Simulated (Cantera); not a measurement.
## NO annealing gas

An isothermal, constant-pressure homogeneous reactor starts with NO : N2 : H2O = 1 : 0.56 : 0.0035 (molar parts), at 1775 K and 0.128 atm.

Computed with Cantera and GRI-Mech 3.0 (53 species, 325 reactions).

| t (s) | x NO | x NO2 | x O2 | x O | x N2O | x N2 |
|---|---|---|---|---|---|---|
| 0.000100 | 0.640 | 6.42e-8 | 1.73e-9 | 8.90e-7 | 9.78e-7 | 0.358 |
| 0.000303 | 0.640 | 5.21e-7 | 1.51e-8 | 2.25e-6 | 2.95e-6 | 0.358 |
| 0.000920 | 0.640 | 3.45e-6 | 1.47e-7 | 4.41e-6 | 8.77e-6 | 0.358 |
| 0.00279 | 0.640 | 1.54e-5 | 1.83e-6 | 6.94e-6 | 2.51e-5 | 0.358 |
| 0.00847 | 0.639 | 3.73e-5 | 2.51e-5 | 1.19e-5 | 6.37e-5 | 0.358 |
| 0.0257 | 0.639 | 4.79e-5 | 0.000169 | 1.53e-5 | 0.000119 | 0.358 |
| 0.0779 | 0.638 | 6.02e-5 | 0.000697 | 1.83e-5 | 0.000144 | 0.359 |
| 0.236 | 0.635 | 8.20e-5 | 0.00235 | 2.29e-5 | 0.000145 | 0.361 |
| 0.717 | 0.624 | 0.000122 | 0.00736 | 3.14e-5 | 0.000141 | 0.366 |
| 2.17 | 0.595 | 0.000188 | 0.0222 | 4.65e-5 | 0.000127 | 0.380 |
| 6.59 | 0.514 | 0.000266 | 0.0623 | 7.14e-5 | 9.26e-5 | 0.421 |
| 20.0 | 0.346 | 0.000273 | 0.147 | 0.000105 | 4.01e-5 | 0.505 |
x: mole fraction; the columns are a selection and need not sum to one.

Equilibrium at this temperature and pressure: NO 0.00436, NO2 5.10e-6, O2 0.317, O 0.000151, N2O 8.40e-8, N2 0.676 (gas phase only).
